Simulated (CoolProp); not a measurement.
Vapour-liquid equilibrium of cyclohexane (1) + m-xylene (2) at 0.962 MPa; x and y are mole fractions of (1).

Model: multi-fluid Helmholtz-energy mixture model, Zhou 2014 and Zhou 2012; pair parameters Bell 2016, in CoolProp.

```csv
x,"bubble temperature, mixture model (°C)","bubble temperature, Raoult's law (°C)","y, mixture model","y, Raoult's law"
0.05,242.7,242.9,0.115,0.131
0.15,232.0,232.9,0.309,0.342
0.25,222.6,224.0,0.462,0.502
0.35,214.5,216.0,0.583,0.626
0.45,207.4,208.9,0.679,0.723
0.55,201.1,202.4,0.757,0.799
0.65,195.6,196.6,0.822,0.861
0.75,190.6,191.2,0.879,0.911
0.85,186.0,186.4,0.930,0.952
0.95,181.8,181.9,0.977,0.985
```

The largest gap from Raoult's law is -1.5 K in bubble temperature, at x = 0.35. No azeotrope shows between x = 0.05 and 0.95.

Pair parameters are fitted to limited data, so mixtures are less certain than the pure fluids.
